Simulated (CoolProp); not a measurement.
The numbers come from the reference Helmholtz-energy equation of state, Zhou 2012 in CoolProp.

Q: For p-xylene, give the phase and the cp (kJ/(kg K)) at 346.85 °C and 0.985 bar.

A: 
- 346.85 °C and 0.985 bar: gas; cp 2.25
